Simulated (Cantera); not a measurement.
Standard-state values (1 bar) from the NASA 1993 polynomials, evaluated with Cantera. Values are per mole of reaction as written; species without (g) are pure solids or liquids, kept so even where they would boil at 1 bar.

Ni + S2(g) → NiS2

| T (K) | ΔH° (kJ) | ΔS° (J/K) | ΔG° (kJ) | log10 K | condensed phases |
|---|---|---|---|---|---|
| 300 | [?] | [?] | [?] | [?] | Ni(s), NiS2(s) |
| 1523 | -177.1 | -114.6 | -2.6 | 0.09 | Ni(s), NiS2(l) |
| 1723 | [?] | [?] | [?] | [?] | Ni(s), NiS2(l) |
| 1923 | -188.9 | -121.4 | 44.5 | -1.21 | Ni(l), NiS2(l) |
| 2123 | [?] | [?] | [?] | [?] | Ni(l), NiS2(l) |
| 2323 | -184.2 | -119.1 | 92.6 | -2.08 | Ni(l), NiS2(l) |

Q: What belongs in the gaps?

A: 
- 300, ΔH° (kJ): -259.8
- 300, ΔS° (J/K): -186.1
- 300, ΔG° (kJ): -203.9
- 300, log10 K: 35.50
- 1723, ΔH° (kJ): -174.2
- 1723, ΔS° (J/K): -112.8
- 1723, ΔG° (kJ): 20.2
- 1723, log10 K: -0.61
- 2123, ΔH° (kJ): -186.5
- 2123, ΔS° (J/K): -120.2
- 2123, ΔG° (kJ): 68.7
- 2123, log10 K: -1.69
